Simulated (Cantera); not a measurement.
**Thermodynamics of metals in furnace atmospheres, feed Ti + O2 + H2**

Input: 1 mol Ti, a varied amount of O2, 93 mol H2, held at 1223 K and 1.90 bar.

Equilibrium computed with Cantera from the NASA thermochemical tables; the gas is ideal and each condensed phase is pure. Candidate condensed phases: H2O, Ti, TiO, TiO2, Ti2O3, Ti3O5, Ti4O7; 12 gas species. Mutual solubility and eutectic melting of coexisting phases are not modelled. TiO: taken at fixed stoichiometry. Condensed phases not in the tables: Magnéli phases beyond Ti4O7, N, O or C dissolved in the metal. Gases not in the tables: TiO(OH)2. Kinetics and transport are ignored.

From 0.26 mol O2 to 0.48 mol O2 the condensed part is Ti(β) + TiO(s). From 0.58 mol O2 to 0.71 mol O2 the condensed part is TiO(s) + Ti2O3(s). At 0.86 mol O2 the condensed part is Ti3O5(s) + Ti4O7(s). From 1.1 mol O2 to 1.6 mol O2 the condensed part is TiO2(rutile).

```json
[
 {"n(O2) (mol)": "0.26", "x H2": "1.00", "x H2O": "3.22e-11", "x H": "2.18e-7", "n Ti(β)": "0.480", "n TiO(s)": "0.520", "n Ti2O3(s)": "0", "n Ti3O5(s)": "0", "n Ti4O7(s)": "0", "n TiO2(rutile)": "0"},
 {"n(O2) (mol)": "0.32", "x H2": "1.00", "x H2O": "3.22e-11", "x H": "2.18e-7", "n Ti(β)": "0.360", "n TiO(s)": "0.640", "n Ti2O3(s)": "0", "n Ti3O5(s)": "0", "n Ti4O7(s)": "0", "n TiO2(rutile)": "0"},
 {"n(O2) (mol)": "0.39", "x H2": "1.00", "x H2O": "3.22e-11", "x H": "2.18e-7", "n Ti(β)": "0.220", "n TiO(s)": "0.780", "n Ti2O3(s)": "0", "n Ti3O5(s)": "0", "n Ti4O7(s)": "0", "n TiO2(rutile)": "0"},
 {"n(O2) (mol)": "0.48", "x H2": "1.00", "x H2O": "3.22e-11", "x H": "2.18e-7", "n Ti(β)": "0.0400", "n TiO(s)": "0.960", "n Ti2O3(s)": "0", "n Ti3O5(s)": "0", "n Ti4O7(s)": "0", "n TiO2(rutile)": "0"},
 {"n(O2) (mol)": "0.58", "x H2": "1.000", "x H2O": "3.08e-7", "x H": "2.18e-7", "n Ti(β)": "0", "n TiO(s)": "0.680", "n Ti2O3(s)": "0.160", "n Ti3O5(s)": "0", "n Ti4O7(s)": "0", "n TiO2(rutile)": "0"},
 {"n(O2) (mol)": "0.71", "x H2": "1.000", "x H2O": "3.08e-7", "x H": "2.18e-7", "n Ti(β)": "0", "n TiO(s)": "0.160", "n Ti2O3(s)": "0.420", "n Ti3O5(s)": "0", "n Ti4O7(s)": "0", "n TiO2(rutile)": "0"},
 {"n(O2) (mol)": "0.86", "x H2": "1.000", "x H2O": "0.000236", "x H": "2.18e-7", "n Ti(β)": "0", "n TiO(s)": "0", "n Ti2O3(s)": "0", "n Ti3O5(s)": "0.208", "n Ti4O7(s)": "0.0941", "n TiO2(rutile)": "0"},
 {"n(O2) (mol)": "1.1", "x H2": "0.998", "x H2O": "0.00215", "x H": "2.18e-7", "n Ti(β)": "0", "n TiO(s)": "0", "n Ti2O3(s)": "0", "n Ti3O5(s)": "0", "n Ti4O7(s)": "0", "n TiO2(rutile)": "1.00"},
 {"n(O2) (mol)": "1.3", "x H2": "0.994", "x H2O": "0.00645", "x H": "2.17e-7", "n Ti(β)": "0", "n TiO(s)": "0", "n Ti2O3(s)": "0", "n Ti3O5(s)": "0", "n Ti4O7(s)": "0", "n TiO2(rutile)": "1.00"},
 {"n(O2) (mol)": "1.6", "x H2": "0.987", "x H2O": "0.0129", "x H": "2.17e-7", "n Ti(β)": "0", "n TiO(s)": "0", "n Ti2O3(s)": "0", "n Ti3O5(s)": "0", "n Ti4O7(s)": "0", "n TiO2(rutile)": "1.00"}
]
```
x: gas mole fraction; n: condensed amount in mol.
